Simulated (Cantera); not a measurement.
Feed: 1 mol NH3, 0.29 mol O2, 0.092 mol H2, held at 823.15 K and 3.70 mbar.

Method: chemical equilibrium by Gibbs-energy minimisation in Cantera with the NASA 1993 tables (ideal gas, pure condensed phases). Candidate condensed phases: H2O; 24 gas species. Kinetics and transport are ignored.

Base state: H2 0.484, H2O 0.277, N2 0.239 (mole fractions); condensed: gas only.

What changes in the equilibrium state with this change: temperature from 823.15 K to 3500 K?


| species | before | after |
|---|---|---|
| H | <1e-9 | 0.739 |
| O | <1e-9 | 0.134 |
| N2 | 0.239 | 0.117 |
| H2 | 0.484 | 0.00580 |
| H2O | 0.277 | 3.06e-5 |
| OH | <1e-9 | 0.00180 |
| N | <1e-9 | 0.00125 |
| NO | <1e-9 | 0.00111 |
